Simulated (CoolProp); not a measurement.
Properties of R13 along the isobar 6.3 bar (Tc = 29.9 °C, pc = 39.73 bar, ω = 0.175).

Computed with CoolProp (reference Helmholtz-energy equation of state, Platzer 1990). This equation is an older, rougher fit.

```tsv
T (°C)	phase	density (kg/m³)	conductivity (mW/(m K))
-19.25	gas	34.88	9.85
8.75	gas	30.27	11.6
36.75	gas	26.93	13.4
64.75	gas	24.35	15.3
92.85	gas	22.26	17.2
120.85	gas	20.53	19.2
148.85	gas	19.07	21.1
176.85	gas	17.82	23.1
```

Thermal conductivity comes from a separate model (Huber 2003), an estimate that may be off by 10 % or more.
